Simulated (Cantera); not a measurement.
A Cantera script and what it prints.

```python
import numpy as np
import cantera as ct

gas_names = """
    CL CL2 N N2 Si SiCL SiCL2 SiCL3 SiCL4 SiN Si2 Si2N Si3
""".split()
cond_names = """
    Si(cr) Si(L) Si3N4(a)
""".split()


def load(file, names, dense=False):
    # The tables refer to 1 bar. Condensed volumes are neglected.
    table = {s.name: s for s in ct.Species.list_from_file(file)}
    out = []
    for n in names:
        d = dict(table[n].input_data)
        d["thermo"] = dict(d["thermo"], **{"reference-pressure": 1e5})
        if dense:
            d["equation-of-state"] = {"model": "constant-volume", "density": "1e6 g/cm^3"}
        out.append(ct.Species.from_dict(d))
    return out


gas = ct.Solution(thermo="ideal-gas", species=load("nasa_gas.yaml", gas_names))
cond = {s.name: ct.Solution(thermo="fixed-stoichiometry", species=[s], name=s.name)
        for s in load("nasa_condensed.yaml", cond_names, dense=True)}
atoms = {
    'Si2Cl6': {'Si': 2, 'CL': 6},
    'N2': {'N': 2},
}
top_T = {'Si3N4(a)': 2400}  # K; cautious upper limits of use, not melting points


def equilibrate(T, P, feed):
    n = {}
    for name, mol in feed.items():
        for a, k in atoms[name].items():
            n[a] = n.get(a, 0.0) + k * mol
    gas.TPX = T, P, n
    mass = sum(n.values()) * gas.mean_molecular_weight
    gas.equilibrate("TP")
    valid = [c for c in cond.values() if c.min_temp <= T <= top_T.get(c.name, c.max_temp)]
    mix = ct.Mixture([(gas, mass / gas.mean_molecular_weight)] + [(c, 0.0) for c in valid])
    mix.T, mix.P = T, P
    mix.equilibrate("TP", solver="vcs", rtol=1e-11, max_steps=5000)
    return mix


results = []
feed = {'Si2Cl6': 1, 'N2': 33}  # mol
T = 948  # K
P = 8.5  # Pa
mix = equilibrate(T, P, feed)
results.append((T, P, feed, dict(zip(mix.species_names, mix.species_moles))))
print(gas.report(threshold=1e-05))
for i in range(1, mix.n_phases):
    print(f"{mix.phase(i).name:16s} {mix.phase_moles(i):12.5e} mol")
```

Output:

```
       temperature   948 K
          pressure   8.5 Pa
           density   3.6926e-05 kg/m^3
  mean mol. weight   34.242 kg/kmol
   phase of matter   gas

                          1 kg             1 kmol
                     ---------------   ---------------
          enthalpy       -2.1255e+05       -7.2783e+06  J
   internal energy       -4.4274e+05        -1.516e+07  J
           entropy            9215.3        3.1555e+05  J/K
    Gibbs function       -8.9486e+06       -3.0642e+08  J
 heat capacity c_p            1040.5             35630  J/K
 heat capacity c_v            797.72             27316  J/K

                      mass frac. Y      mole frac. X     chem. pot. / RT
                     ---------------   ---------------   ---------------
                N2           0.78217           0.95606           -34.143
             SiCL2        4.6943e-05        1.6239e-05           -78.713
             SiCL3        0.00056913        0.00014496           -110.33
             SiCL4           0.21722          0.043782           -141.95
     [   +9 minor]        7.1106e-08        6.8669e-08

Si(cr)            0.00000e+00 mol
Si3N4(a)          1.66162e-01 mol
```

Equilibrium computed with Cantera from the NASA thermochemical tables; the gas is ideal and each condensed phase is pure. The feed counts by its element totals alone. N2 is the only nitrogen source here; it is nearly inert below about 1500 K, so the nitride shown seldom forms there in practice. The tables' values for SiCl3 are old estimates; treat these amounts as uncertain.
